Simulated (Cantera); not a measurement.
An adiabatic, constant-pressure homogeneous reactor starts with H₂ : O₂ : N₂ = 1 : 0.238 : 0.895 (molar parts), at 1800 K and 4.93 atm. Integrator tolerance rtol = 1e-08.

Model: GRI-Mech 3.0 (53 species, 325 reactions), integrated in Cantera. The hydrogen kinetics of GRI-Mech 3.0 are dated; newer H2 mechanisms differ, most at raised pressure. Above 3000 K some thermodynamic fits are extrapolated.

### Question
What does this change do: initial temperature 1800 to 1650 K?

### Answer
```json
[
 {"quantity": "time of steepest temperature rise", "before": "1.29 µs", "after": "1.88 µs"},
 {"quantity": "temperature at 8.00 s", "before": "3017 K", "after": "2948 K"},
 {"quantity": "equilibrium temperature", "before": "3017 K", "after": "2948 K"},
 {"quantity": "x(H₂) at 8.00 s", "before": "0.259 (gas-phase equilibrium 0.259)", "after": "0.262 (gas-phase equilibrium 0.262)"},
 {"quantity": "x(O₂) at 8.00 s", "before": "0.000358 (gas-phase equilibrium 0.000358)", "after": "0.000228 (gas-phase equilibrium 0.000228)"},
 {"quantity": "x(NO) at 8.00 s", "before": "0.00154 (gas-phase equilibrium 0.00154)", "after": "0.00113 (gas-phase equilibrium 0.00113)"},
 {"quantity": "x(N₂O) at 8.00 s", "before": "1.49e-7 (gas-phase equilibrium 1.49e-7)", "after": "1.09e-7 (gas-phase equilibrium 1.09e-7)"},
 {"quantity": "x(NO₂) at 8.00 s", "before": "8.12e-8 (gas-phase equilibrium 8.12e-8)", "after": "5.01e-8 (gas-phase equilibrium 5.01e-8)"},
 {"quantity": "x(HO₂) at 8.00 s", "before": "8.30e-7 (gas-phase equilibrium 8.30e-7)", "after": "5.27e-7 (gas-phase equilibrium 5.27e-7)"},
 {"quantity": "x(H₂O) at 8.00 s", "before": "0.230 (gas-phase equilibrium 0.230)", "after": "0.235 (gas-phase equilibrium 0.235)"}
]
```

### Question
What does this change do: pressure from 4.93 atm to 0.276 atm?

### Answer
```json
[
 {"quantity": "time of steepest temperature rise", "before": "1.29 µs", "after": "21.9 µs"},
 {"quantity": "temperature at 8.00 s", "before": "3017 K", "after": "2766 K"},
 {"quantity": "equilibrium temperature", "before": "3017 K", "after": "2766 K"},
 {"quantity": "x(H₂) at 8.00 s", "before": "0.259 (gas-phase equilibrium 0.259)", "after": "0.244 (gas-phase equilibrium 0.244)"},
 {"quantity": "x(O₂) at 8.00 s", "before": "0.000358 (gas-phase equilibrium 0.000358)", "after": "0.00103 (gas-phase equilibrium 0.00103)"},
 {"quantity": "x(NO) at 8.00 s", "before": "0.00154 (gas-phase equilibrium 0.00154)", "after": "0.00186 (gas-phase equilibrium 0.00186)"},
 {"quantity": "x(N₂O) at 8.00 s", "before": "1.49e-7 (gas-phase equilibrium 1.49e-7)", "after": "4.15e-8 (gas-phase equilibrium 4.15e-8)"},
 {"quantity": "x(NO₂) at 8.00 s", "before": "8.12e-8 (gas-phase equilibrium 8.12e-8)", "after": "4.75e-8 (gas-phase equilibrium 4.75e-8)"},
 {"quantity": "x(HO₂) at 8.00 s", "before": "8.30e-7 (gas-phase equilibrium 8.30e-7)", "after": "5.28e-7 (gas-phase equilibrium 5.28e-7)"},
 {"quantity": "x(H₂O) at 8.00 s", "before": "0.230 (gas-phase equilibrium 0.230)", "after": "0.216 (gas-phase equilibrium 0.216)"}
]
```
